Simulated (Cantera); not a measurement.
Input: 1 mol Si3N4, 0.45 mol Si, 1.3 mol N2, held at 2700 °C and 2.70 bar.

Equilibrium computed with Cantera from the NASA thermochemical tables; the gas is ideal and each condensed phase is pure. Candidate condensed phases: Si, Si3N4; 7 gas species. The tables' values for SiN are old estimates; treat these amounts as uncertain. Rates play no part.

Base state: N2 0.959, Si 0.0342, SiN 0.00306, Si2N 0.00205, Si2 0.00162, Si3 0.000239 (mole fractions); condensed: Si(l).

Question: What changes in the equilibrium state with this change: temperature from 2700 °C to 2600 °C?

Answer: 
| species | before | after |
|---|---|---|
| N2 | 0.959 | 0.976 |
| Si | 0.0342 | 0.0198 |
| SiN | 0.00306 | 0.00199 |
| Si2 | 0.00162 | 0.000848 |
| Si3 | 0.000239 | 0.000129 |
| Si2N | 0.00205 | 0.00141 |
| Si(l), mol | 3.29 | 3.36 |
